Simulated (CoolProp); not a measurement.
A simple Rankine cycle with R114: condensing at 291.15 K, boiler at 1.26 MPa, turbine inlet 372.1 K, turbine efficiency 0.85, pump efficiency 0.7, no recuperator. Each further row changes one setting.

The numbers come from the reference Helmholtz-energy equation of state, Platzer 1990 in CoolProp. This equation is an older, rougher fit; its heat capacities, sound speeds and derivatives of the liquid may be far off and weren't checked against measurements.

```
case                             thermal efficiency (%)  net work (kJ/kg)  heat in (kJ/kg)  turbine exit temperature (K)  volume ratio over the turbine
-------------------------------  ----------------------  ----------------  ---------------  ----------------------------  -----------------------------
as stated                                          13.5              23.9              176                         321.6                           8.09
turbine inlet 392.1 K                              13.4              26.1              194                         342.9                           7.72
condensing temperature 283.15 K                    14.9              27.4              184                           [?]                           10.6
boiler pressure 0.882 MPa                          11.6              21.1              182                         333.5                            [?]
turbine efficiency 0.75                            11.9              21.0              176                         325.6                            [?]
```

### Question
What belongs in the gaps?

### Answer

- condensing temperature 283.15 K, turbine exit temperature (K): 316.1
- boiler pressure 0.882 MPa, volume ratio over the turbine: 5.28
- turbine efficiency 0.75, volume ratio over the turbine: 8.20
